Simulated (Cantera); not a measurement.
Feed: 1 mol BF3, 9 mol NH3, 0.2 mol N2, equilibrated at 1900 K and 10000 Pa.

Method: chemical equilibrium by Gibbs-energy minimisation in Cantera with the NASA 1993 tables (ideal gas, pure condensed phases). Candidate condensed phases: B, BN; 31 gas species. The tables' values for BF2 are old estimates; treat these amounts as uncertain. The numbers say what is thermodynamically allowed, not how fast it happens.

Base state: H2 0.677, N2 0.241, HF 0.0294, BF3 0.0293, BF2 0.0124, BF 0.00446, BHF2 0.00400, H 0.00207 (mole fractions); condensed: BN(s).

Question: What changes in the equilibrium state with this change: temperature from 1900 K to 1650 K?

Answer: 
| species | before | after |
|---|---|---|
| H2 | 0.677 | 0.688 |
| N2 | 0.241 | 0.241 |
| BF3 | 0.0293 | 0.0408 |
| BF2 | 0.0124 | 0.00148 |
| HF | 0.0294 | 0.0269 |
| BF | 0.00446 | 8.84e-5 |
| H | 0.00207 | 0.000238 |
| BN(s), mol | 0.0266 | 0.149 |
